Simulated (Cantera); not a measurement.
Feed: 1 mol CH₃SiH₃, 0.077 mol CH₄, a varied amount of H₂, equilibrated at 1650 °C and 0.0250 bar.

These are equilibrium values from Cantera (NASA tables, ideal gas, pure condensed phases), not measurements of a reactor. Candidate condensed phases: C, C₆H₆, C₇H₈, C₈H₁₈, Si, SiC; 87 gas species. The feed counts by its element totals alone. The numbers say what is thermodynamically allowed, not how fast it happens.

Q: At 98 mol H₂, list the 4 most abundant gas species with their mole fractions, and the condensed phases.

A: H₂ 0.994, H 0.00595, C₂H₂ (acetylene) 0.000391, Si 2.97e-5. Condensed: SiC(s).
